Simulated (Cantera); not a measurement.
A freely propagating, adiabatic, planar premixed flame of CO : H2 : O2 : N2 : H2O = 1 : 0.063 : 0.64 : 2.37 : 0.17 (molar parts), equivalence ratio 0.83, unburnt at 400 K and 5480 Torr; mixture-averaged transport, grid criteria slope 0.08 and curve 0.16, no radiation.

Model: GRI-Mech 3.0 (53 species, 325 reactions), integrated in Cantera. The hydrogen kinetics of GRI-Mech 3.0 are dated; newer H2 mechanisms differ, most at raised pressure. Burning velocities carry a grid error of a few per cent, more on coarse grids.

Problem. How do the results move with these cheaper or finer settings: unity-Lewis-number transport; multicomponent transport; multicomponent+Soret transport; grid criteria slope 0.5, curve 1; grid criteria slope 0.25, curve 0.5; grid criteria slope 0.03, curve 0.06?

Solution. 
```
setting                               laminar burning velocity  thermal thickness  peak x(H)  peak x(HO2)  grid points
------------------------------------  ------------------------  -----------------  ---------  -----------  -----------
as above                                             37.3 cm/s          0.0977 mm    0.00176     0.000396          129
unity-Lewis-number transport                         34.3 cm/s          0.0963 mm    0.00204     0.000282          122
multicomponent transport                             37.4 cm/s          0.0982 mm    0.00176     0.000395          130
multicomponent+Soret transport                       36.5 cm/s          0.0997 mm    0.00173     0.000381          130
grid criteria slope 0.5, curve 1                     39.5 cm/s           0.113 mm    0.00175     0.000369           32
grid criteria slope 0.25, curve 0.5                  37.9 cm/s           0.103 mm    0.00175     0.000387           50
grid criteria slope 0.03, curve 0.06                 37.0 cm/s          0.0960 mm    0.00174     0.000400          304
```
The base run took about 6 core-seconds (a rough figure).
Unity Lewis numbers drop preferential diffusion, which matters most where H2 and H carry the flame; Soret adds thermal diffusion.
